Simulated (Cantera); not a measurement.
A closed system holds: 1 mol CF4, 0.012 mol F2, equilibrated at 1775 K and 0.0510 bar.

Equilibrium computed with Cantera from the NASA thermochemical tables; the gas is ideal and each condensed phase is pure. Candidate condensed phases: C; 13 gas species. Gases not in the tables: C2F6 and larger saturated fluorocarbons. Kinetics and transport are ignored.

Base state: CF4 0.976, F 0.0235, CF3 4.28e-5 (mole fractions); condensed: gas only.

### Question
What changes in the equilibrium state with this change: F2 from 0.012 to 0.036 mol?

### Answer
```
species   before    after
-------  -------  -------
CF4        0.976    0.933
F         0.0235   0.0672
CF3      4.28e-5  1.43e-5
```
